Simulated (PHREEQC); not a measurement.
Make-up at 25 °C: 0.0016 mol HBr, 0.0058 mol AlCl3 and 0.052 mol MgCl2 per kg of water. Closed to the air; pH follows from the charge balance.

All values are PHREEQC results (ion-association model, wateq4f.dat), not measurements.

Each row changes one thing in this solution. Precipitation was switched off in this run.

| case | pH | AlOH+2 (mol/kgw) | Al(OH)2+ (mol/kgw) | MgOH+ (mol/kgw) | SI of Gibbsite (Al(OH)3) | SI of Boehmite (AlOOH) |
|---|---|---|---|---|---|---|
| as made | 2.89 | 1.87e-5 | 4.74e-8 | 6.57e-11 | -2.56 | -3.04 |
| MgCl2 from 0.052 to 0.026 mol/kgw | 2.88 | 1.95e-5 | 5.46e-8 | 3.51e-11 | -2.50 | -2.97 |
| MgCl2 from 0.052 to 0.0468 mol/kgw | 2.89 | 1.88e-5 | 4.85e-8 | 5.97e-11 | -2.55 | -3.03 |
| diluted 10-fold with water | 3.79 | 2.04e-5 | 6.68e-7 | 7.92e-11 | -0.44 | -0.92 |
| diluted 100-fold with water | 4.51 | 1.14e-5 | 2.50e-6 | 5.29e-11 | +0.88 | +0.41 |

Some of these states are supersaturated (in Gibbsite (slow to form), Boehmite (slow to form), for instance).
